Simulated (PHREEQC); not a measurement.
A PHREEQC speciation (ion-association model, phreeqc.dat) at 25 °C gives pH 2.54 and these molalities:

| species | mol/kgw |
|---|---|
| H+ | 0.00309 |
| SO4-2 | 0.00138 |
| HSO4- | 0.000315 |

What are the element totals, and what could have been dissolved in 1 kg of water to give them?

One answer among several that fit: totals S(6) 0.00170 mol/kgw, from 0.0017 mol/kgw H2SO4.

Precipitation was switched off in this run.
